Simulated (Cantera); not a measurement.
What does this Cantera script print?

```python
import numpy as np
import cantera as ct

gas_names = [...]  # 151 gases of nasa_gas.yaml made of C, H, N, O, Si
cond_names = """
    C(gr) C6H6(L) C7H8(L) C8H18(L),n-octa H2O(s) H2O(L) Si(cr) Si(L) SiC(b) SiO2(Lqz) SiO2(hqz) SiO2(L)
    Si2N2O(s) Si3N4(a)
""".split()


# ... load() reads the species with a 1 bar reference pressure and builds the phases ...
atoms = {
    'SiC': {'Si': 1, 'C': 1},
    'N2O': {'N': 2, 'O': 1},
    'H2': {'H': 2},
    'H2O': {'H': 2, 'O': 1},
}
top_T = {'C(gr)': 4500, 'SiC(b)': 3050, 'Si2N2O(s)': 2100, 'Si3N4(a)': 2400}  # K; cautious upper limits of use, not melting points


# ... equilibrate(T, P, feed) seeds the gas with the atoms and calls Mixture.equilibrate('TP', solver="vcs", rtol=1e-11, max_steps=5000) ...
results = []
feed = {'SiC': 1, 'N2O': 0.019, 'H2': 18, 'H2O': 0.058}  # mol
P = 10000  # Pa
for T in [998, 1048, 1098, 1148, 1198, 1248, 1298, 1348, 1398, 1448, 1498]:
    mix = equilibrate(T, P, feed)
    results.append((T, P, feed, dict(zip(mix.species_names, mix.species_moles))))

top = {s: max(r[3][s] / sum(r[3][g] for g in gas_names) for r in results) for s in gas_names}
cols = sorted((s for s in top if top[s] > 0.0001), key=lambda s: -top[s])[:9]
seen = [c for c in cond_names if any(r[3].get(c, 0) > 1e-12 for r in results)]
print("log10 of partial pressures in bar; condensed amounts in mol")
print(f"{'T/K':>10s}" + "".join(f"{s[:9]:>10s}" for s in cols + seen))
for T, P, feed, n in results:
    ng = sum(n[g] for g in gas_names)
    print(f"{T:10.4g}" + "".join(f"{np.log10(max(n[s] / ng * P / 1e5, 1e-99)):10.3f}" for s in cols)
          + "".join(f"{n.get(c, 0):10.4g}" for c in seen))
```

It prints:

```
log10 of partial pressures in bar; condensed amounts in mol
       T/K        H2       CH4        CO       SiO     C(gr)    SiC(b) SiO2(hqz) Si2N2O(s)
       998    -1.002    -3.429    -7.558   -10.821         0     0.933     0.029     0.019
      1048    -1.002    -3.430    -6.466    -9.974         0     0.933   0.02897     0.019
      1098    -1.002    -3.440    -5.488    -9.202 0.0008418    0.9333    0.0287     0.019
      1148    -1.001    -3.626    -4.860    -8.410    0.0206    0.9343   0.02775     0.019
      1198    -1.001    -3.797    -4.286    -7.685   0.02415    0.9377   0.02432   0.01899
      1248    -1.001    -3.957    -3.761    -7.018         0    0.9487   0.01335   0.01894
      1298    -1.001    -4.361    -3.663    -6.276         0    0.9528  0.009301   0.01891
      1348    -1.001    -4.773    -3.628    -5.572         0    0.9543  0.007462   0.01887
      1398    -1.001    -5.164    -3.611    -4.913         0    0.9544  0.005738   0.01884
      1448    -1.001    -5.523    -3.586    -4.305         0    0.9524  0.001036   0.01878
      1498    -1.001    -5.648    -3.585    -4.178         0    0.9525         0   0.01776
```

Equilibrium computed with Cantera from the NASA thermochemical tables; the gas is ideal and each condensed phase is pure. Mutual solubility and eutectic melting of coexisting phases are not modelled. The tables hold silica as quartz up to 1696 K and as liquid above; real silica turns to tridymite and cristobalite and melts near 1996 K.
